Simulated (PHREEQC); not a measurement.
## Polishing slurry liquid: an equilibrium model

Dissolve 0.034 mol/kgw TMAH, 0.0012 mol/kgw H4SiO4 and 0.0011 mol/kgw CuSO4 at 20 °C. Closed to the air; pH follows from the charge balance.

Model: ion-association model, wateq4f.dat, run in PHREEQC.

```
Quantity                  Result
----------------  --------------
pH                         12.56
ionic strength    0.0356 mol/kgw
total alkalinity     34.0 meq/kg
```

| species | molality | activity | log γ |
|---|---|---|---|
| (CH3)4N+ | 0.0340 | 0.0285 | -0.076 |
| OH- | 0.0297 | 0.0248 | -0.078 |
| SO4-2 | 0.00110 | 0.000560 | -0.293 |
| H3SiO4- | 0.000930 | 0.000780 | -0.076 |
| Cu(OH)2 | 0.000694 | 0.000699 | 0.004 |
| H2SiO4-2 | 0.000268 | 0.000139 | -0.286 |

Precipitation was switched off in this run. Examples of supersaturated solids here: Cu(OH)2, Tenorite (slow to form). Others may be too. Complexes and solids missing from the database can't appear. (CH3)4N+ isn't in the database: it is added as a free cation with an ion size of 4 Å. The database's constant for dissolved Cu(OH)2 is higher than later reviews accept.
